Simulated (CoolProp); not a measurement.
A single-stage vapour-compression cycle with the fluid: evaporating at 225.15 K (dew point), condensing at 247.15 K (bubble point), superheat 0 K, subcooling 5 K, compressor efficiency 0.9, no pressure losses. The same conditions are run with several fluids, on thermodynamics alone (safety and materials aside).

Computed with CoolProp (reference Helmholtz-energy equation of state of each fluid (R125: Lemmon 2005; isobutene: Lemmon 2005; R143a: Lemmon and Jacobsen 2000; n-butane: Bücker 2006; CH2F2 (R32): Tillner-Roth 1997; dimethyl ether: Wu 2011)).

| fluid | cooling COP | pressure ratio | discharge temperature (K) | refrigerating effect (kJ/kg) | volumetric capacity (kJ/m³) |
|---|---|---|---|---|---|
| R125 | 8.69 | 2.63 | 252.8 | 145 | 987 |
| isobutene | 8.85 | 3.12 | 258.8 | 392 | 172 |
| R143a | 8.73 | 2.57 | 257.6 | 204 | 941 |
| n-butane | 8.86 | 3.21 | 256.0 | 388 | 130 |
| CH2F2 (R32) | 8.55 | 2.64 | 280.4 | 350 | 1240 |
| dimethyl ether | 8.79 | 2.94 | 266.7 | 453 | 371 |
